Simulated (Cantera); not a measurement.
Charge: 1 mol PbF₂, 54 mol N₂, at 727 °C and 0.300 Pa.

Method: chemical equilibrium by Gibbs-energy minimisation in Cantera with the NASA 1993 tables (ideal gas, pure condensed phases). Candidate condensed phases: Pb, PbF₂; 12 gas species. Equilibrium is a limit: real reactors are often held back by kinetics, nucleation or transport.

Base state: N₂ 0.982, PbF₂ 0.00665, PbF₄ 0.00569, Pb 0.00553, PbF 0.000315 (mole fractions); condensed: gas only.

Task: What changes in the equilibrium state with this change: temperature from 727 °C to 1050 °C?

Result: 
| species | before | after |
|---|---|---|
| N₂ | 0.982 | 0.982 |
| PbF₂ | 0.00665 | 0.0100 |
| PbF₄ | 0.00569 | 0.00383 |
| Pb | 0.00553 | 0.00339 |
| F | <1e-9 | 3.97e-5 |
| PbF | 0.000315 | 0.000932 |
